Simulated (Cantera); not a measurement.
A freely propagating, adiabatic, planar premixed flame of 32.9 % H2, 13.7 % O2, 53.3 % N2, unburnt at 425 K and 130000 Pa; mixture-averaged transport, grid criteria slope 0.08 and curve 0.16, no radiation.

Computed with Cantera and the H2/O2 subset of GRI-Mech 3.0, which has no nitrogen chemistry. Burning velocities carry a grid error of a few per cent, more on coarse grids.

x: mole fraction of selected species; z is measured from the peak of heat release.

| z (mm) | T (K) | u (m/s) | x H2 | x O2 | x H2O | x H2O2 | x O | x H |
|---|---|---|---|---|---|---|---|---|
| -0.858 | 425 | 4.59 | 0.329 | 0.137 | <1e-8 | <1e-8 | <1e-8 | <1e-8 |
| -0.572 | 425 | 4.59 | 0.329 | 0.137 | <1e-8 | <1e-8 | <1e-8 | <1e-8 |
| -0.429 | 425 | 4.59 | 0.329 | 0.137 | <1e-8 | <1e-8 | <1e-8 | <1e-8 |
| -0.286 | 425 | 4.59 | 0.329 | 0.137 | 1.18e-7 | <1e-8 | <1e-8 | <1e-8 |
| -0.143 | 438 | 4.70 | 0.324 | 0.138 | 0.000287 | 4.73e-6 | 1.80e-6 | 7.93e-6 |
| -0.0715 | 698 | 7.26 | 0.287 | 0.134 | 0.0199 | 6.88e-5 | 0.000197 | 0.00361 |
| 0 | 1183 | 11.9 | 0.192 | 0.0983 | 0.102 | 9.87e-6 | 0.00354 | 0.0297 |
| 0.0715 | ? | 15.0 | ? | ? | ? | ? | 0.00802 | 0.0555 |
| 0.143 | 1678 | 16.5 | 0.0740 | 0.0198 | 0.244 | 2.04e-6 | 0.00840 | 0.0584 |
| 0.286 | 1836 | 17.9 | 0.0689 | 0.0123 | 0.260 | 1.09e-6 | 0.00720 | 0.0485 |
| 0.572 | 1991 | 19.2 | 0.0690 | 0.00910 | 0.270 | 5.74e-7 | 0.00529 | 0.0359 |
| 1.14 | 2133 | 20.4 | 0.0677 | 0.00614 | 0.282 | 3.32e-7 | 0.00339 | 0.0249 |
| 2.29 | 2251 | 21.3 | 0.0655 | ? | 0.293 | ? | ? | ? |

**Question.** Some entries are withheld; supply them.

**Answer.** 
- 0.0715, T (K): 1515
- 0.0715, x H2: 0.103
- 0.0715, x O2: 0.0423
- 0.0715, x H2O: 0.204
- 0.0715, x H2O2: 3.41e-6
- 2.29, x O2: 0.00365
- 2.29, x H2O2: 2.08e-7
- 2.29, x O: 0.00189
- 2.29, x H: 0.0163
